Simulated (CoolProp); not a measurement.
Aqueous lithium chloride as a coolant, 11 % by mass, freezing at -14.0 °C, 1 atm.

The numbers come from the Melinder's fits for secondary coolants in CoolProp.

```json
[
 {"T (°C)": "-5.8", "cp (kJ/(kg K))": "3.565", "density (kg/m³)": "1066", "Prandtl number": "20.3", "conductivity (W/(m K))": "0.532"},
 {"T (°C)": "1.8", "cp (kJ/(kg K))": "3.582", "density (kg/m³)": "1065", "Prandtl number": "15.6", "conductivity (W/(m K))": "0.544"},
 {"T (°C)": "9.4", "cp (kJ/(kg K))": "3.599", "density (kg/m³)": "1064", "Prandtl number": "12.3", "conductivity (W/(m K))": "0.555"},
 {"T (°C)": "17.1", "cp (kJ/(kg K))": "3.617", "density (kg/m³)": "1062", "Prandtl number": "10.00", "conductivity (W/(m K))": "0.567"},
 {"T (°C)": "24.7", "cp (kJ/(kg K))": "3.635", "density (kg/m³)": "1060", "Prandtl number": "8.29", "conductivity (W/(m K))": "0.578"},
 {"T (°C)": "32.3", "cp (kJ/(kg K))": "3.653", "density (kg/m³)": "1058", "Prandtl number": "6.97", "conductivity (W/(m K))": "0.590"}
]
```
